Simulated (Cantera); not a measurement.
A Cantera script and what it prints.

```python
import numpy as np
import cantera as ct

gas_names = """
    N NO NO2 NO3 N2 N2O O O2 O3 Si SiN SiO SiO2 Si2 Si2N Si3
""".split()
cond_names = """
    Si(cr) Si(L) SiO2(Lqz) SiO2(hqz) SiO2(L) Si2N2O(s) Si3N4(a)
""".split()


def load(file, names, dense=False):
    # The tables refer to 1 bar. Condensed volumes are neglected.
    table = {s.name: s for s in ct.Species.list_from_file(file)}
    out = []
    for n in names:
        d = dict(table[n].input_data)
        d["thermo"] = dict(d["thermo"], **{"reference-pressure": 1e5})
        if dense:
            d["equation-of-state"] = {"model": "constant-volume", "density": "1e6 g/cm^3"}
        out.append(ct.Species.from_dict(d))
    return out


gas = ct.Solution(thermo="ideal-gas", species=load("nasa_gas.yaml", gas_names))
cond = {s.name: ct.Solution(thermo="fixed-stoichiometry", species=[s], name=s.name)
        for s in load("nasa_condensed.yaml", cond_names, dense=True)}
atoms = {
    'Si': {'Si': 1},
    'N2O': {'N': 2, 'O': 1},
    'N2': {'N': 2},
}
top_T = {'Si2N2O(s)': 2100, 'Si3N4(a)': 2400}  # K; cautious upper limits of use, not melting points


def equilibrate(T, P, feed):
    n = {}
    for name, mol in feed.items():
        for a, k in atoms[name].items():
            n[a] = n.get(a, 0.0) + k * mol
    gas.TPX = T, P, n
    mass = sum(n.values()) * gas.mean_molecular_weight
    gas.equilibrate("TP")
    valid = [c for c in cond.values() if c.min_temp <= T <= top_T.get(c.name, c.max_temp)]
    mix = ct.Mixture([(gas, mass / gas.mean_molecular_weight)] + [(c, 0.0) for c in valid])
    mix.T, mix.P = T, P
    mix.equilibrate("TP", solver="vcs", rtol=1e-11, max_steps=5000)
    return mix


results = []
feed = {'Si': 1, 'N2O': 0.018, 'N2': 50}  # mol
P = 1000  # Pa
for T in [1773, 1823, 1873, 1923, 1973, 2023, 2073, 2123]:
    mix = equilibrate(T, P, feed)
    results.append((T, P, feed, dict(zip(mix.species_names, mix.species_moles))))

top = {s: max(r[3][s] / sum(r[3][g] for g in gas_names) for r in results) for s in gas_names}
cols = sorted((s for s in top if top[s] > 0.0001), key=lambda s: -top[s])[:9]
seen = [c for c in cond_names if any(r[3].get(c, 0) > 1e-12 for r in results)]
print("log10 of partial pressures in bar; condensed amounts in mol")
print(f"{'T/K':>10s}" + "".join(f"{s[:9]:>10s}" for s in cols + seen))
for T, P, feed, n in results:
    ng = sum(n[g] for g in gas_names)
    print(f"{T:10.4g}" + "".join(f"{np.log10(max(n[s] / ng * P / 1e5, 1e-99)):10.3f}" for s in cols)
          + "".join(f"{n.get(c, 0):10.4g}" for c in seen))
```

Result:

```
log10 of partial pressures in bar; condensed amounts in mol
       T/K        N2        Si      Si2N       SiO       SiN       Si2     Si(L)  Si3N4(a)
      1773    -2.000    -5.838    -7.103    -5.438    -7.157    -8.259         0    0.3245
      1823    -2.000    -5.355    -6.542    -5.444    -6.738    -7.544    0.9557         0
      1873    -2.001    -5.055    -6.326    -5.444    -6.499    -7.182    0.9306         0
      1923    -2.001    -4.770    -6.122    -5.445    -6.272    -6.839    0.8848         0
      1973    -2.002    -4.501    -5.929    -5.445    -6.058    -6.514    0.8033         0
      2023    -2.003    -4.245    -5.745    -5.447    -5.854    -6.206    0.6622         0
      2073    -2.005    -4.001    -5.572    -5.449    -5.661    -5.912    0.4237         0
      2123    -2.008    -3.770    -5.407    -5.452    -5.478    -5.633   0.02831         0
```

Equilibrium computed with Cantera from the NASA thermochemical tables; the gas is ideal and each condensed phase is pure. The tables' values for SiN are old estimates; treat these amounts as uncertain.
